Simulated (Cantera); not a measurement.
# Fluorocarbon and chlorocarbon gases: c-C4F8 + F2 + H2

A closed system holds: 1 mol c-C4F8, 0.011 mol F2, 5.7 mol H2, held at 7.50 Torr.

These are equilibrium values from Cantera (NASA tables, ideal gas, pure condensed phases), not measurements of a reactor. Candidate condensed phases: C, C6H6, C7H8, C8H18; 95 gas species. The feed counts by its element totals alone. Equilibrium is a limit: real reactors are often held back by kinetics, nucleation or transport.

| T (K) | log p HF | log p H | log p F | log p C3 | log p C | log p H2 | log p C2 | log p CF | n C(graphite) |
|---|---|---|---|---|---|---|---|---|---|
| 2975 | -2.19 | -2.59 | -3.50 | -3.62 | -4.40 | -3.52 | -4.62 | -4.46 | 2.88 |
| 3025 | -2.22 | -2.57 | -3.37 | -3.39 | -4.19 | -3.61 | -4.38 | -4.29 | 2.07 |
| 3075 | -2.26 | -2.56 | -3.26 | -3.17 | -3.99 | -3.71 | -4.15 | -4.13 | 0.649 |
| 3125 | -2.29 | -2.54 | -3.15 | -3.11 | -3.85 | -3.80 | -4.04 | -4.03 | 0 |
| 3175 | -2.33 | -2.51 | -3.05 | -3.14 | -3.74 | -3.86 | -3.98 | -3.97 | 0 |
| 3225 | -2.36 | -2.49 | -2.96 | -3.17 | -3.64 | -3.93 | -3.93 | -3.92 | 0 |
| 3275 | -2.41 | -2.46 | -2.89 | -3.20 | -3.54 | -3.99 | -3.89 | -3.88 | 0 |
| 3325 | -2.46 | -2.44 | -2.82 | -3.25 | -3.45 | -4.06 | -3.85 | -3.85 | 0 |
| 3375 | -2.51 | -2.42 | -2.75 | -3.30 | -3.36 | -4.12 | -3.81 | -3.84 | 0 |
| 3425 | -2.58 | -2.40 | -2.70 | -3.35 | -3.28 | -4.19 | -3.79 | -3.83 | 0 |
| 3475 | -2.65 | -2.38 | -2.66 | -3.42 | -3.20 | -4.26 | -3.77 | -3.83 | 0 |
log p: log10 of the partial pressure in bar; n: condensed amount in mol.

From 2975 K to 3075 K the condensed part is C(graphite). From 3125 K to 3475 K nothing is condensed. The main C-bearing gas is C3 throughout.
